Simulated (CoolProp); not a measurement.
Octamethyltrisiloxane (MDM) at several states: Z from the reference equation and from simpler models built on Tc = 565.4 K, pc = 1.438 MPa, ω = 0.528; each cubic takes its own stable root.

The numbers come from the reference Helmholtz-energy equation of state, Thol 2017 in CoolProp.

| T (K) | p (MPa) | phase | reference | Redlich-Kwong | Peng-Robinson |
|---|---|---|---|---|---|
| 252.1 | 0.778 | liquid | 0.1019 | 0.1205 | 0.1035 |
| 315.2 | 0.34 | liquid | 0.03843 | 0.04518 | 0.03798 |
| 361.2 | 5.1 | liquid | 0.5278 | 0.6049 | 0.5121 |
| 326.2 | 3.18 | liquid | 0.3501 | 0.4065 | 0.3442 |
| 381.9 | 0.0913 | liquid | 0.009353 | 0.9318 | 0.009083 |

At some of these states Redlich-Kwong gives the other phase, because its saturation line lies elsewhere.
